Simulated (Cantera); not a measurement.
An adiabatic, constant-volume homogeneous reactor starts with CH4 : C2H6 : O2 : N2 : CO2 = 1 : 0.032 : 4.31 : 16.2 : 1 (molar parts), equivalence ratio 0.49, at 1375 K and 1200000 Pa. Integrator tolerance rtol = 1e-08.

Computed with Cantera and GRI-Mech 3.0 (53 species, 325 reactions). The pressure lies above the range GRI-Mech 3.0 was tuned for (to about 10 atm).

**Question.** What does this change do: pressure from 1200000 Pa to 500000 Pa?

**Answer.** 
| quantity | before | after |
|---|---|---|
| time of steepest temperature rise | 0.256 ms | 0.515 ms |
| temperature at 4.00 s | 2486 K | 2471 K |
| equilibrium temperature | 2486 K | 2471 K |
| x(CH4) at 4.00 s | <1e-12 (gas-phase equilibrium <1e-12) | <1e-12 (gas-phase equilibrium <1e-12) |
| x(C2H6) at 4.00 s | <1e-12 (gas-phase equilibrium <1e-12) | <1e-12 (gas-phase equilibrium <1e-12) |
| x(O2) at 4.00 s | 0.0897 (gas-phase equilibrium 0.0897) | 0.0900 (gas-phase equilibrium 0.0900) |
| x(H2) at 4.00 s | 0.000360 (gas-phase equilibrium 0.000360) | 0.000513 (gas-phase equilibrium 0.000513) |
| x(OH) at 4.00 s | 0.00493 (gas-phase equilibrium 0.00493) | 0.00582 (gas-phase equilibrium 0.00582) |
| x(C2H2) at 4.00 s | <1e-12 (gas-phase equilibrium <1e-12) | <1e-12 (gas-phase equilibrium <1e-12) |
| x(CH3) at 4.00 s | <1e-12 (gas-phase equilibrium <1e-12) | <1e-12 (gas-phase equilibrium <1e-12) |

**Question.** What does this change do: pressure from 1200000 Pa to 350000 Pa?

**Answer.** 
| quantity | before | after |
|---|---|---|
| time of steepest temperature rise | 0.256 ms | 0.675 ms |
| temperature at 4.00 s | 2486 K | 2463 K |
| equilibrium temperature | 2486 K | 2463 K |
| x(CH4) at 4.00 s | <1e-12 (gas-phase equilibrium <1e-12) | <1e-12 (gas-phase equilibrium <1e-12) |
| x(C2H6) at 4.00 s | <1e-12 (gas-phase equilibrium <1e-12) | <1e-12 (gas-phase equilibrium <1e-12) |
| x(O2) at 4.00 s | 0.0897 (gas-phase equilibrium 0.0897) | 0.0901 (gas-phase equilibrium 0.0901) |
| x(H2) at 4.00 s | 0.000360 (gas-phase equilibrium 0.000360) | 0.000588 (gas-phase equilibrium 0.000588) |
| x(OH) at 4.00 s | 0.00493 (gas-phase equilibrium 0.00493) | 0.00621 (gas-phase equilibrium 0.00621) |
| x(C2H2) at 4.00 s | <1e-12 (gas-phase equilibrium <1e-12) | <1e-12 (gas-phase equilibrium <1e-12) |
| x(CH3) at 4.00 s | <1e-12 (gas-phase equilibrium <1e-12) | <1e-12 (gas-phase equilibrium <1e-12) |
